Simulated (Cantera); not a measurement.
Mixture: CH3OH : O2 : N2 : CO2 = 1 : 0.938 : 4.88 : 0.5 (molar parts), at 101000 Pa, adiabatic and at constant volume. Ignition delay is the time to a rise of 400 K.

Computed with Cantera and GRI-Mech 3.0 (53 species, 325 reactions). GRI-Mech 3.0 was tuned for natural gas; its chemistry of methanol as a main component is partial and can be far from experiment.

Question: Predict: delay at 1250 K; delay at 1325 K; delay at 1400 K; delay at 1475 K; delay at 1550 K; apparent activation energy between 1400 and 1550 K.

Answer: 
```json
{
  "delay at 1250 K": "4.03 ms",
  "delay at 1325 K": "1.39 ms",
  "delay at 1400 K": "0.552 ms",
  "delay at 1475 K": "0.247 ms",
  "delay at 1550 K": "0.122 ms",
  "apparent activation energy between 1400 and 1550 K": "180 kJ/mol"
}
```
